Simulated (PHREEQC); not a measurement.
A solution holds 0.033 mol CdCl2, 0.0045 mol KCl and 0.18 mol FeSO4 per kg of water, at 25 °C. Closed to the air; pH follows from the charge balance.

Model: ion-association model, phreeqc.dat, run in PHREEQC.

```json
{
  "pH": "5.73",
  "ionic_strength": "0.430 mol/kgw",
  "activity_of_water": "0.994",
  "density": "1.029 g/cm³"
}
```

```csv
species,molality,activity,log γ
Fe+2,0.102,0.0266,-0.584
SO4-2,0.0812,0.0177,-0.661
FeSO4,0.0760,0.0839,0.043
Cl-,0.0570,0.0376,-0.180
CdCl+,0.00952,0.00696,-0.136
CdSO4,0.00895,0.00988,0.043
Cd+2,0.00679,0.00194,-0.545
Cd(SO4)2-2,0.00672,0.00192,-0.545
K+,0.00403,0.00264,-0.184
```

No solid was allowed to form.
